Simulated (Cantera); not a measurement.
An isothermal, constant-pressure homogeneous reactor starts with H2 : O2 = 0.0069 : 1 (molar parts), at 1048 K and 2670 Pa.

Computed with Cantera and the H2/O2 subset of GRI-Mech 3.0, which has no nitrogen chemistry. Radical loss at walls, strong at low pressure, is not modelled.

x: mole fraction; the columns are a selection and need not sum to one.

```
t (s)           x H2   x O2      x H2O2         x O         x H       x H2O
--------  ----------  -----  ----------  ----------  ----------  ----------
0.000600     0.00685  0.993      <1e-12    4.42e-10    7.26e-11    2.45e-10
0.00125      0.00685  0.993      <1e-12     1.99e-9    2.36e-10     1.68e-9
0.00262      0.00685  0.993      <1e-12     2.17e-8     2.29e-9     2.33e-8
0.00548      0.00685  0.993    1.03e-11  (withheld)  (withheld)  (withheld)
0.0115       0.00194  0.989     2.40e-7     0.00311    0.000520     0.00421
0.0240       2.76e-5  0.990     3.16e-8     0.00316    0.000142     0.00663
0.0501       9.87e-6  0.991     2.59e-8     0.00168     5.05e-5     0.00675
0.105     (withheld)  0.992  (withheld)  (withheld)  (withheld)     0.00681
0.219        1.21e-6  0.993     1.95e-8    0.000221     2.38e-6     0.00684
0.458        3.24e-7  0.993     1.38e-8     6.26e-5     3.61e-7     0.00686
0.957        8.32e-8  0.993     7.79e-9     1.70e-5     5.15e-8     0.00687
2.00         2.22e-8  0.993     3.57e-9     4.80e-6     7.75e-9     0.00687
```

Problem. Complete the blanks.

Solution. 
- 0.00548, x O: 2.33e-6
- 0.00548, x H: 2.43e-7
- 0.00548, x H2O: 2.63e-6
- 0.105, x H2: 3.88e-6
- 0.105, x H2O2: 2.36e-8
- 0.105, x O: 0.000683
- 0.105, x H: 1.29e-5
